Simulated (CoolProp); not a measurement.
Properties of R1224YDZ along the isobar 6.81 bar (Tc = 155.5 °C, pc = 33.34 bar, ω = 0.325).

Computed with CoolProp (reference Helmholtz-energy equation of state, Akasaka 2023).

| T (°C) | phase | density (kg/m³) | cp (kJ/(kg K)) | cv (kJ/(kg K)) | expansivity (1/kK) |
|---|---|---|---|---|---|
| 38.25 | liquid | 1324 | 1.176 | 0.8327 | 2.186 |
| 50.65 | liquid | 1288 | 1.206 | [?] | 2.385 |
| 63.15 | liquid | 1248 | [?] | 0.8672 | 2.648 |
| 75.55 | liquid | 1205 | [?] | [?] | 3.002 |
| 88.05 | gas | [?] | 0.9865 | 0.8615 | 4.923 |
| 100.45 | gas | 37.33 | 0.9781 | 0.8681 | 4.342 |
| 112.85 | gas | [?] | 0.9773 | 0.8776 | 3.918 |
| 125.35 | gas | 33.85 | 0.9812 | 0.8889 | 3.591 |
| 137.75 | gas | [?] | 0.9880 | 0.9010 | 3.333 |
| 150.25 | gas | 31.15 | 0.9966 | 0.9139 | 3.120 |
| 162.65 | gas | 30.00 | 1.006 | 0.9268 | 2.943 |
| 175.15 | gas | 28.95 | 1.017 | 0.9399 | 2.790 |
| 187.55 | gas | [?] | 1.027 | 0.9527 | 2.659 |
| 199.95 | gas | 27.10 | 1.038 | 0.9652 | 2.543 |

Problem. Fill in the missing entries.

Solution. 
- 50.65, cv (kJ/(kg K)): 0.8498
- 63.15, cp (kJ/(kg K)): 1.241
- 75.55, cp (kJ/(kg K)): 1.282
- 75.55, cv (kJ/(kg K)): 0.8847
- 88.05, density (kg/m³): 39.53
- 112.85, density (kg/m³): 35.47
- 137.75, density (kg/m³): 32.43
- 187.55, density (kg/m³): 27.98
